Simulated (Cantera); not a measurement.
Feed: 1 mol SiC, 0.0012 mol O2, a varied amount of H2, held at 1177 °C and 3.00 bar.

These are equilibrium values from Cantera (NASA tables, ideal gas, pure condensed phases), not measurements of a reactor. Candidate condensed phases: C, C6H6, C7H8, C8H18, H2O, Si, SiC, SiO2; 123 gas species. Mutual solubility and eutectic melting of coexisting phases are not modelled. Kinetics and transport are ignored.

x: gas mole fraction; n: condensed amount in mol.

| n(H2) (mol) | x H2 | x CH4 | x SiO | x H | x SiH4 | x H2O | x CO | n SiC(s) | n Si(s) |
|---|---|---|---|---|---|---|---|---|---|
| 42 | 1.000 | 5.90e-5 | 5.44e-5 | 5.46e-6 | 2.89e-6 | 1.54e-6 | 1.22e-6 | 0.997 | 0 |
| 140 | 1.000 | 5.90e-5 | 1.63e-5 | 5.46e-6 | 2.89e-6 | 4.61e-7 | 3.67e-7 | 0.992 | 0.00551 |
| 240 | 1.000 | 5.90e-5 | … | 5.46e-6 | 2.89e-6 | … | … | 0.986 | … |
| 330 | 1.000 | 5.90e-5 | 6.92e-6 | 5.46e-6 | 2.89e-6 | 1.95e-7 | 1.56e-7 | 0.980 | 0.0160 |
| 430 | 1.000 | 5.90e-5 | 5.31e-6 | 5.46e-6 | 2.89e-6 | 1.50e-7 | 1.19e-7 | 0.975 | 0.0215 |
| 530 | 1.000 | 5.90e-5 | … | 5.46e-6 | 2.89e-6 | … | … | 0.969 | … |
| 620 | 1.000 | 5.90e-5 | 3.68e-6 | 5.46e-6 | 2.89e-6 | 1.04e-7 | 8.28e-8 | 0.963 | 0.0321 |
| 720 | 1.000 | 5.90e-5 | 3.17e-6 | 5.46e-6 | 2.89e-6 | 8.96e-8 | 7.13e-8 | 0.957 | 0.0376 |
| 820 | 1.000 | 5.90e-5 | 2.79e-6 | 5.46e-6 | 2.89e-6 | 7.87e-8 | 6.26e-8 | 0.952 | 0.0431 |

### Question
Fill in the missing entries.

### Answer

- 240, x SiO: 9.52e-6
- 240, x H2O: 2.69e-7
- 240, x CO: 2.14e-7
- 240, n Si(s): 0.0110
- 530, x SiO: 4.31e-6
- 530, x H2O: 1.22e-7
- 530, x CO: 9.68e-8
- 530, n Si(s): 0.0271
